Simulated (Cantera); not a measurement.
A Cantera script and its output.

```python
import numpy as np
import cantera as ct

gas = ct.Solution("gri30.yaml", transport_model="multicomponent")
show = ['H2O', 'N2', 'CO2']

rows = []
print(f"{'T/K':>7s}{'rho':>11s}{'cp':>10s}{'mu':>11s}{'lambda':>11s}{'Pr':>7s}" + "".join(f"{'D_' + s:>11s}" for s in show))
for T in [400, 500, 600, 700, 800, 900]:
    gas.TPX = T, 1000000, {'CH3OH': 0.98}
    Pr = gas.cp_mass * gas.viscosity / gas.thermal_conductivity
    D = [gas.mix_diff_coeffs_mole[gas.species_index(s)] for s in show]
    rows.append([gas.density, gas.cp_mass, gas.viscosity, gas.thermal_conductivity, Pr, *D])
    print(f"{T:7g}{gas.density:11.4e}{gas.cp_mass:10.1f}{gas.viscosity:11.4e}"
          f"{gas.thermal_conductivity:11.4e}{Pr:7.3f}" + "".join(f"{d:11.4e}" for d in D))
print("SI units: kg/m3, J/kg/K, Pa s, W/m/K, m2/s")
```

It prints:

```
    T/K        rho        cp         mu     lambda     Pr      D_H2O       D_N2      D_CO2
    400 9.6344e+00    1604.1 1.3101e-05 2.8083e-02  0.748 2.7625e-06 2.6837e-06 1.9173e-06
    500 7.7075e+00    1857.8 1.6447e-05 4.0822e-02  0.748 4.3316e-06 4.0436e-06 2.9545e-06
    600 6.4229e+00    2101.4 1.9689e-05 5.5217e-02  0.749 6.2194e-06 5.6119e-06 4.1725e-06
    700 5.5054e+00    2314.0 2.2798e-05 7.0327e-02  0.750 8.4007e-06 7.3721e-06 5.5557e-06
    800 4.8172e+00    2490.7 2.5767e-05 8.5487e-02  0.751 1.0854e-05 9.3114e-06 7.0917e-06
    900 4.2820e+00    2642.8 2.8601e-05 1.0063e-01  0.751 1.3563e-05 1.1420e-05 8.7707e-06
SI units: kg/m3, J/kg/K, Pa s, W/m/K, m2/s
```

Cantera simulation using GRI-Mech 3.0 (53 species, 325 reactions); the numbers are that mechanism's predictions, not measurements. Polar gases are described roughly by these parameters.
